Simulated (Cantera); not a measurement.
A closed system holds: 1 mol Si3N4, 0.14 mol H2O, 2.2 mol N2, at 1923.15 K and 4.30 bar.

Cantera equilibrium calculation (NASA polynomials, part measured and part estimated; ideal gas, pure solids and liquids). Candidate condensed phases: H2O, Si, SiO2, Si2N2O, Si3N4; 35 gas species. Mutual solubility and eutectic melting of coexisting phases are not modelled. Equilibrium is a limit: real reactors are often held back by kinetics, nucleation or transport.

Base state: N2 0.941, H2 0.0586, SiO 0.000113, H 0.000110 (mole fractions); condensed: Si2N2O(s) + Si3N4(s).

Problem. What changes in the equilibrium state with this change: H2O from 0.14 to 0.0041 mol?

Solution. 
```tsv
species	before	after
N2	0.941	0.998
H2	0.0586	0.00185
SiO	0.000113	0.000111
H	0.000110	1.96e-5
Si2N2O(s), mol	0.140	0.00385
Si3N4(s), mol	0.907	0.997
```
